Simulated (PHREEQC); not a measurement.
Copper plating or etch bath (model solution)

Consider water at 20 °C with 18 mmol/kgw CuCl2 and 0.12 mmol/kgw HBF4. Closed to the air; pH follows from the charge balance.

All values are PHREEQC results (ion-association model, wateq4f.dat), not measurements.

```
Quantity                  Result
----------------  --------------
pH                          3.50
ionic strength    0.0530 mol/kgw
total alkalinity   -0.480 meq/kg
```

| species | molality | activity | log γ |
|---|---|---|---|
| Cl- | 0.0354 | 0.0287 | -0.091 |
| Cu+2 | 0.0173 | 0.00828 | -0.321 |
| CuCl+ | 0.000612 | 0.000498 | -0.089 |
| H+ | 0.000369 | 0.000314 | -0.069 |
| F- | 0.000322 | 0.000261 | -0.092 |
| H3BO3 | 0.000120 | 0.000121 | 0.005 |
| HF | 0.000111 | 0.000112 | 0.005 |

Precipitation was switched off in this run. Real BF4- forms and hydrolyses slowly; the run takes it at equilibrium.
